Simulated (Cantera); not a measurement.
Stirred combustor or abatement burner

A perfectly stirred reactor is fed with 3.24 % CO, 2.30 % H₂, 1.10 % CH₄, 7.78 % O₂, 85.6 % N₂, equivalence ratio 0.64, at 1.00 bar; it is adiabatic with a 500 K inlet, and is followed from long to short residence time, starting on the burning branch (τ in s: 0.069, 0.033, 0.016, 0.0077, 0.0037, 0.0018, 0.00087, 0.00042, 0.0002, 9.7e-05).

Detailed kinetics in Cantera: GRI-Mech 3.0 (53 species, 325 reactions).

```
τ (s)    T (K)     x CO      x H₂     x CH₄      x H    x NO₂     x HCN
-------  -----  -------  --------  --------  -------  -------  --------
0.069     1216  0.00179  0.000212   4.28e-5  2.63e-5  2.41e-9  6.84e-10
0.033     1203  0.00307  0.000367   7.33e-5  5.00e-5  1.72e-9   1.10e-9
0.016     1178  0.00558  0.000678  0.000140  8.65e-5  1.24e-9   1.74e-9
0.0077     500   0.0324    0.0230    0.0110   <1e-12   <1e-12    <1e-12
0.0037     500   0.0324    0.0230    0.0110   <1e-12   <1e-12    <1e-12
0.0018     500   0.0324    0.0230    0.0110   <1e-12   <1e-12    <1e-12
0.00087    500   0.0324    0.0230    0.0110   <1e-12   <1e-12    <1e-12
0.00042    500   0.0324    0.0230    0.0110   <1e-12   <1e-12    <1e-12
0.00020    500   0.0324    0.0230    0.0110   <1e-12   <1e-12    <1e-12
9.7e-5     500   0.0324    0.0230    0.0110   <1e-12   <1e-12    <1e-12
```
x: mole fraction; the columns are a selection and need not sum to one.
